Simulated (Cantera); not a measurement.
Input (Python, Cantera) and output of one run.

```python
import numpy as np
import cantera as ct

gas_names = """
    AL ALH ALO ALOH ALO2 ALO2H AL2 AL2O AL2O2 H HALO HO2 H2 H2O H2O2 O OH O2 O3
""".split()
cond_names = """
    AL(cr) AL(L) AL2O3(a) AL2O3(L) H2O(s) H2O(L)
""".split()


def load(file, names, dense=False):
    # The tables refer to 1 bar. Condensed volumes are neglected.
    table = {s.name: s for s in ct.Species.list_from_file(file)}
    out = []
    for n in names:
        d = dict(table[n].input_data)
        d["thermo"] = dict(d["thermo"], **{"reference-pressure": 1e5})
        if dense:
            d["equation-of-state"] = {"model": "constant-volume", "density": "1e6 g/cm^3"}
        out.append(ct.Species.from_dict(d))
    return out


gas = ct.Solution(thermo="ideal-gas", species=load("nasa_gas.yaml", gas_names))
cond = {s.name: ct.Solution(thermo="fixed-stoichiometry", species=[s], name=s.name)
        for s in load("nasa_condensed.yaml", cond_names, dense=True)}
atoms = {
    'Al': {'AL': 1},
    'H2O': {'H': 2, 'O': 1},
    'H2': {'H': 2},
}
top_T = {}  # K; cautious upper limits of use, not melting points


def equilibrate(T, P, feed):
    n = {}
    for name, mol in feed.items():
        for a, k in atoms[name].items():
            n[a] = n.get(a, 0.0) + k * mol
    gas.TPX = T, P, n
    mass = sum(n.values()) * gas.mean_molecular_weight
    gas.equilibrate("TP")
    valid = [c for c in cond.values() if c.min_temp <= T <= top_T.get(c.name, c.max_temp)]
    mix = ct.Mixture([(gas, mass / gas.mean_molecular_weight)] + [(c, 0.0) for c in valid])
    mix.T, mix.P = T, P
    mix.equilibrate("TP", solver="vcs", rtol=1e-11, max_steps=5000)
    return mix


results = []
feed = {'Al': 1, 'H2O': 12, 'H2': 81}  # mol
T = 2173  # K
P = 45  # Pa
mix = equilibrate(T, P, feed)
results.append((T, P, feed, dict(zip(mix.species_names, mix.species_moles))))
print(gas.report(threshold=0.001))
for i in range(1, mix.n_phases):
    print(f"{mix.phase(i).name:16s} {mix.phase_moles(i):12.5e} mol")
```

It prints:

```
       temperature   2173 K
          pressure   45 Pa
           density   8.6127e-06 kg/m^3
  mean mol. weight   3.458 kg/kmol
   phase of matter   gas

                          1 kg             1 kmol
                     ---------------   ---------------
          enthalpy        2.1907e+07        7.5755e+07  J
   internal energy        1.6682e+07        5.7688e+07  J
           entropy             76133        2.6327e+05  J/K
    Gibbs function       -1.4353e+08       -4.9632e+08  J
 heat capacity c_p            9789.1             33850  J/K
 heat capacity c_v            7384.6             25536  J/K

                      mass frac. Y      mole frac. X     chem. pot. / RT
                     ---------------   ---------------   ---------------
                 H          0.055741           0.19122           -13.901
                H2           0.41198           0.70665           -27.801
               H2O           0.50877          0.097659           -51.259
                OH          0.017403         0.0035384           -37.358
     [  +15 minor]         0.0061064        0.00092788

AL(L)             0.00000e+00 mol
AL2O3(a)          4.88672e-01 mol
```

These are equilibrium values from Cantera (NASA tables, ideal gas, pure condensed phases), not measurements of a reactor. The tables' values for AlOH are old estimates; treat these amounts as uncertain.
